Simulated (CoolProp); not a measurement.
A Linde-Hampson liquefier for ethane: isothermal reversible compression at 320 K from 1 atm to 5 MPa, throttling to 1 atm, return gas leaving the recuperator 5 K below the feed. Each further row changes one setting.

Model: reference Helmholtz-energy equation of state, Bücker 2006, in CoolProp.

| case | liquid yield per pass | compression work (kJ/kg of gas) |
|---|---|---|
| as stated | [?] | 315 |
| high pressure 10 MPa | [?] | 338 |
| warm-end temperature 350 K | 0.101 | 354 |
| warm-end gap 10 K | [?] | 315 |

Task: Complete the blanks.

Result: 
- as stated, liquid yield per pass: 0.165
- high pressure 10 MPa, liquid yield per pass: 0.426
- warm-end gap 10 K, liquid yield per pass: 0.154
